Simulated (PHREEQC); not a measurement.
Dissolve 0.1 mol Cu(NO3)2, 3.1e-05 mol HBF4 and 0.066 mol FeCl3 per kg of water at 25 °C. Closed to the air; pH follows from the charge balance.

Equilibrium calculation in PHREEQC: ion-association model, phreeqc.dat.

Precipitation was switched off in this run.

Question: Order these Cu species by the share of Cu that they hold, largest first: CuCl2, CuCl+, Cu+2.

Answer: Cu+2 (91 %), CuCl+ (9.1 %), CuCl2 (0.27 %)

Question: Order these Fe species by the share of Fe that they hold, largest first: Fe+3, FeCl2+, FeCl+2, FeOH+2, Fe2(OH)2+4.

Answer: FeCl+2 (40 %), Fe+3 (33 %), Fe2(OH)2+4 (12 %), FeOH+2 (7.7 %), FeCl2+ (5.4 %)

The pH is 1.95 and the ionic strength 0.569 mol/kgw. The solution is supersaturated, for example in Hematite (slow to form), Goethite (slow to form), so a real one may precipitate; this is no full list. Real BF4- forms and hydrolyses slowly; the run takes it at equilibrium. Fluoro complexes past AlF4- and FeF3 are missing from the database.
